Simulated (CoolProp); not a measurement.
A simple Rankine cycle with CH2F2 (R32): condensing at 298.15 K, boiler at 4.56 MPa, turbine inlet 355 K, turbine efficiency 0.7, pump efficiency 0.6, no recuperator. Each further row changes one setting.

The numbers come from the reference Helmholtz-energy equation of state, Tillner-Roth 1997 in CoolProp.

| case | thermal efficiency (%) | net work (kJ/kg) | heat in (kJ/kg) | turbine exit temperature (K) | volume ratio over the turbine |
|---|---|---|---|---|---|
| as stated | (withheld) | 18.7 | 280 | 298.1 | 2.61 |
| turbine inlet 375 K | (withheld) | 23.2 | 316 | 313.7 | (withheld) |
| condensing temperature 290.15 K | (withheld) | (withheld) | 295 | 290.2 | 3.24 |
| boiler pressure 3.19 MPa | 5.1 | 15.9 | 314 | 317.3 | 1.80 |
| turbine efficiency 0.6 | 5.5 | 15.3 | 280 | 298.1 | 2.64 |

Some entries are withheld; supply them.


- as stated, thermal efficiency (%): 6.7
- turbine inlet 375 K, thermal efficiency (%): 7.3
- turbine inlet 375 K, volume ratio over the turbine: 2.51
- condensing temperature 290.15 K, thermal efficiency (%): 7.9
- condensing temperature 290.15 K, net work (kJ/kg): 23.4

The expansion ends wet for: as stated; condensing temperature 290.15 K; turbine efficiency 0.6.
